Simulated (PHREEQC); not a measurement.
**Acid rinse or clean: speciation**

A solution holds 0.2 mol/kgw HCl, 0.00056 mol/kgw AlCl3 and 0.02 mol/kgw CuCl2, at 55 °C. Closed to the air; pH follows from the charge balance.

Model: ion-association model, wateq4f.dat, run in PHREEQC.

- pH: 0.81
- ionic strength: 0.246 mol/kgw
- activity of water: 0.992
- total alkalinity: -200 meq/kg

```csv
species,molality,activity,log γ
Cl-,0.233,0.159,-0.166
H+,0.200,0.156,-0.108
Cu+2,0.0115,0.00335,-0.538
CuCl+,0.00787,0.00543,-0.161
CuCl2,0.000588,0.000622,0.025
Al+3,0.000560,6.02e-5,-0.969
CuCl3-,8.23e-7,5.68e-7,-0.161
AlOH+2,8.78e-8,2.39e-8,-0.566
CuCl4-2,3.27e-9,8.49e-10,-0.586
```

No solid was allowed to form. Away from 25 °C the constants follow the database's enthalpies or fits; those with neither stay at their 25 °C values.
